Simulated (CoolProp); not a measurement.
Neopentane at 298.15 K and 0.0362 MPa is throttled through a valve to 0.00797 MPa with no heat exchange. Each further row changes one setting.

Model: reference Helmholtz-energy equation of state, Lemmon 2006, in CoolProp. It is a short technical equation, of lower accuracy than the large ones.

```
case                         temperature change (K)  final density (kg/m³)
---------------------------  ----------------------  ---------------------
as stated                                      -0.7                  0.233
outlet pressure 0.00239 MPa                    -0.8                 0.0698
outlet pressure 0.0104 MPa                     -0.6                  0.304
```
